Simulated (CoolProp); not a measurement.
Vapour pressure (bar) of benzene: the reference equation beside estimates from Tc = 562.0 K, pc = 49.06 bar, ω = 0.211.

Values from CoolProp's reference Helmholtz-energy equation of state, Thol 2012.

```json
[
 {"T (K)": "355.5", "reference": "1.086", "Lee-Kesler": "1.080", "van der Waals": "5.743", "Redlich-Kwong": "1.713"},
 {"T (K)": "380.5", "reference": "2.189", "Lee-Kesler": "2.184", "van der Waals": "8.277", "Redlich-Kwong": "3.216"},
 {"T (K)": "405.5", "reference": "3.995", "Lee-Kesler": "4.002", "van der Waals": "11.46", "Redlich-Kwong": "5.510"},
 {"T (K)": "430.6", "reference": "6.759", "Lee-Kesler": "6.783", "van der Waals": "15.35", "Redlich-Kwong": "8.801"},
 {"T (K)": "455.6", "reference": "10.72", "Lee-Kesler": "10.76", "van der Waals": "19.99", "Redlich-Kwong": "13.25"},
 {"T (K)": "480.6", "reference": "16.18", "Lee-Kesler": "16.23", "van der Waals": "25.42", "Redlich-Kwong": "19.03"},
 {"T (K)": "505.7", "reference": "23.49", "Lee-Kesler": "23.55", "van der Waals": "31.71", "Redlich-Kwong": "26.35"},
 {"T (K)": "530.7", "reference": "33.00", "Lee-Kesler": "33.08", "van der Waals": "38.85", "Redlich-Kwong": "35.30"}
]
```

Absolute difference from the reference over all 8 rows, mean and median: Lee-Kesler 0.3 and 0.3 %, van der Waals 152.2 and 106.8 %, Redlich-Kwong 29.1 and 26.9 %.
